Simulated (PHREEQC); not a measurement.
Solution (25 °C): 0.0051 mol/kgw TMAH, 0.0033 mol/kgw K2SiO3 and 0.24 mol/kgw Na2CO3. Closed to the air; pH follows from the charge balance.

All values are PHREEQC results (ion-association model, phreeqc.dat), not measurements.

No solid was allowed to form.

Question: Order these Si species by the share of Si that they hold, largest first: H4SiO4, H3SiO4-, H2SiO4-2.

Answer: H3SiO4- (89 %), H2SiO4-2 (10 %), H4SiO4 (0.60 %)

The pH is 11.78 and the ionic strength 0.446 mol/kgw. (CH3)4N+ isn't in the database: it is added as a free cation with an ion size of 4 Å.
